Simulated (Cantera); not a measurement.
An adiabatic, constant-pressure homogeneous reactor starts with 1.64 % CH4, 0.0740 % C2H6, 1.97 % C3H8, 14.6 % O2, 81.7 % N2, equivalence ratio 0.92, at 1450 K and 9.87 atm.

Cantera simulation using GRI-Mech 3.0 (53 species, 325 reactions); the numbers are that mechanism's predictions, not measurements. GRI-Mech 3.0 was tuned for natural gas; its chemistry of propane as a main component is partial and can be far from experiment.

x: mole fraction; the columns are a selection and need not sum to one.

```
t (s)     T (K)   x CH4    x C2H6  x C3H8    x HCO        x NO   x C2H4    x O2
--------  -----  ------  --------  ------  -------  ----------  -------  ------
9.00e-6    1449  0.0164  0.000953  0.0185  5.13e-8    1.14e-12  0.00125   0.145
3.49e-5    1465  0.0160   0.00194  0.0124  8.61e-7    2.54e-11  0.00735   0.140
0.000136   2655  <1e-12    <1e-12  <1e-12  1.21e-8  (withheld)   <1e-12  0.0166
0.000527   2651  <1e-12    <1e-12  <1e-12  1.20e-8  (withheld)   <1e-12  0.0156
0.00204    2643  <1e-12    <1e-12  <1e-12  1.20e-8  (withheld)   <1e-12  0.0140
0.00794    2641  <1e-12    <1e-12  <1e-12  1.21e-8     0.00745   <1e-12  0.0137
0.0308     2641  <1e-12    <1e-12  <1e-12  1.21e-8     0.00745   <1e-12  0.0137
0.120      2641  <1e-12    <1e-12  <1e-12  1.21e-8     0.00745   <1e-12  0.0137
0.464      2641  <1e-12    <1e-12  <1e-12  1.21e-8     0.00745   <1e-12  0.0137
1.80       2641  <1e-12    <1e-12  <1e-12  1.21e-8     0.00745   <1e-12  0.0137
7.00       2641  <1e-12    <1e-12  <1e-12  1.21e-8     0.00745   <1e-12  0.0137
```

Task: What belongs in the gaps?

Result: 
- 0.000136, x NO: 0.000653
- 0.000527, x NO: 0.00286
- 0.00204, x NO: 0.00654
